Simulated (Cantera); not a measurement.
## Premixed flame

A freely propagating, adiabatic, planar premixed flame of 41.6 % H₂, 12.2 % O₂, 46.2 % N₂, equivalence ratio 1.7, unburnt at 500 K and 100.0 Torr; multicomponent transport, grid criteria slope 0.08 and curve 0.16, no radiation.

Computed with Cantera and the H2/O2 subset of GRI-Mech 3.0, which has no nitrogen chemistry. Burning velocities carry a grid error of a few per cent, more on coarse grids.

| z (mm) | T (K) | u (m/s) | x H₂ | x O₂ | x H₂O₂ | x H₂O | x H | x HO₂ |
|---|---|---|---|---|---|---|---|---|
| -17.3 | 500 | 4.97 | 0.416 | 0.122 | <1e-8 | <1e-8 | <1e-8 | <1e-8 |
| -11.6 | 500 | 4.97 | 0.416 | 0.122 | <1e-8 | <1e-8 | <1e-8 | <1e-8 |
| -8.67 | 500 | 4.97 | 0.416 | 0.122 | <1e-8 | <1e-8 | <1e-8 | <1e-8 |
| -5.78 | 500 | 4.97 | 0.416 | 0.122 | <1e-8 | 1.58e-8 | 6.90e-8 | 2.58e-7 |
| -2.89 | 512 | 5.08 | 0.415 | 0.122 | 1.34e-6 | 0.000662 | 0.000324 | 6.64e-5 |
| -1.44 | 684 | 6.73 | 0.390 | 0.116 | 1.53e-6 | 0.0152 | 0.0116 | 3.48e-5 |
| 0 | 1093 | 10.4 | 0.242 | 0.0662 | 3.16e-7 | 0.121 | 0.0836 | 1.16e-5 |
| 1.44 | 1346 | 12.7 | 0.137 | 0.00937 | 2.82e-7 | 0.231 | 0.126 | 1.58e-6 |
| 2.89 | 1443 | 13.5 | 0.133 | 0.00394 | 2.54e-7 | 0.243 | 0.120 | 6.04e-7 |
| 5.78 | 1554 | 14.4 | 0.141 | 0.00319 | 2.07e-7 | 0.246 | 0.106 | 4.32e-7 |
| 11.6 | 1682 | 15.5 | 0.150 | 0.00257 | 1.34e-7 | 0.249 | 0.0888 | 3.11e-7 |
| 23.1 | 1817 | 16.5 | 0.159 | 0.00186 | 7.38e-8 | 0.253 | 0.0710 | 2.12e-7 |
| 46.2 | 1947 | 17.5 | 0.168 | 0.00119 | 3.83e-8 | 0.259 | 0.0539 | 1.38e-7 |
x: mole fraction of selected species; z is measured from the peak of heat release.

* **laminar burning velocity**: 497 cm/s
* **thermal thickness**: 5.78 mm
* **peak x(H₂O₂)**: 2.54e-6
* **peak x(H)**: 0.126
* **peak x(HO₂)**: 6.65e-5
* **grid points**: 145
